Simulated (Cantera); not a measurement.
Charge: 1 mol CF4, 0.17 mol Si, held at 2023 K and 41.0 Pa.

Equilibrium computed with Cantera from the NASA thermochemical tables; the gas is ideal and each condensed phase is pure. The tables' values for SiF3 are old estimates; treat these amounts as uncertain. Gases not in the tables: C2F6 and larger saturated fluorocarbons. Kinetics and transport are ignored.

```csv
species,before,after
CF4,0.233,0.830
SiF4,0.0990,0.170
CF2,0.320,3.51e-5
F,0.338,7.11e-6
CF,0.00176,<1e-9
SiF3,3.35e-5,1.51e-9
CF3,0.00797,7.46e-6
"C(graphite), mol",0.0344,0.170
```
Gas species are given as mole fractions.

Task: Name the change that produced these shifts.
A. Si from 0.17 to 0.28 mol
B. temperature from 2023 K to 2273.15 K
C. pressure from 41.0 Pa to 3800 Pa
D. temperature from 2023 K to 1273.15 K

Result: D, temperature from 2023 K to 1273.15 K
